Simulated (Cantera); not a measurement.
Input: 1 mol SiCl4, 5.2 mol HCl, 0.74 mol H2, at 0.133 bar.

Equilibrium computed with Cantera from the NASA thermochemical tables; the gas is ideal and each condensed phase is pure. Candidate condensed phases: Si; 19 gas species. The tables' values for SiCl3 are old estimates; treat these amounts as uncertain. Kinetics and transport are ignored. All values below are at 1000 K.

Base state: HCl 0.749, SiCl4 0.144, H2 0.106, SiHCl3 0.000144, SiCl3 2.10e-5 (mole fractions); condensed: gas only.

What changes in the equilibrium state with this change: SiCl4 replaced by Si?


```json
[
 {"species": "H2", "before": "0.106", "after": "0.551"},
 {"species": "HCl", "before": "0.749", "after": "0.246"},
 {"species": "SiCl4", "before": "0.144", "after": "0.199"},
 {"species": "SiHCl3", "before": "0.000144", "after": "0.00314"},
 {"species": "SiCl3", "before": "2.10e-5", "after": "0.000202"}
]
```

What changes in the equilibrium state with this change: HCl from 5.2 to 0.93 mol?


| species | before | after |
|---|---|---|
| SiCl4 | 0.144 | 0.372 |
| HCl | 0.749 | 0.351 |
| H2 | 0.106 | 0.275 |
| SiHCl3 | 0.000144 | 0.00206 |
| SiCl3 | 2.10e-5 | 0.000187 |
